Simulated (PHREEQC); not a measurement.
## Spent oxide etchant

Solution (53 °C): 0.1 mol/kgw HF, 0.00012 mol/kgw (NH4)2SiF6, 0.00048 mol/kgw H3BO3 and 0.00026 mol/kgw HCl. Closed to the air; pH follows from the charge balance.

Model: ion-association model, phreeqc.dat, run in PHREEQC.

| Item | Value |
|---|---|
| pH | 2.13 |
| ionic strength | 0.00839 mol/kgw |
| total alkalinity | -101 meq/kg |

| species | molality | activity | log γ |
|---|---|---|---|
| HF | 0.0887 | 0.0889 | 0.001 |
| H+ | 0.00803 | 0.00735 | -0.039 |
| F- | 0.00526 | 0.00475 | -0.045 |
| HF2- | 0.00204 | 0.00184 | -0.044 |
| BF4- | 0.000476 | 0.000431 | -0.044 |
| Cl- | 0.000260 | 0.000235 | -0.044 |
| NH4+ | 0.000240 | 0.000216 | -0.046 |
| SiF6-2 | 0.000120 | 8.09e-5 | -0.171 |

Precipitation was switched off in this run. Complexes and solids missing from the database can't appear. At this temperature some constants are extrapolated from 25 °C, and those without enthalpy data are left unchanged. SiF6-2 is the database's only silicon fluoride. Real BF4- forms and hydrolyses slowly; the run takes it at equilibrium.
